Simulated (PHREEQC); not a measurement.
**Silver or lead bath: an equilibrium model**

Solution (25 °C and 500 atm): 8.8 mmol/kgw PbCl2, 3.8 mmol/kgw HNO3 and 0.17 mmol/kgw Na2SO4. Closed to the air; pH follows from the charge balance.

Model: ion-association model, phreeqc.dat, run in PHREEQC.

No solid was allowed to form.

Q: Estimate the pH, ionic strength.

A: pH 2.48; ionic strength 0.0257 mol/kgw.

Q: In which forms is Cl present?

A: Cl- 88 %, PbCl+ 12 % of the Cl.

Under pressure, the constants of complexes without a molar volume in the database are unreliable.
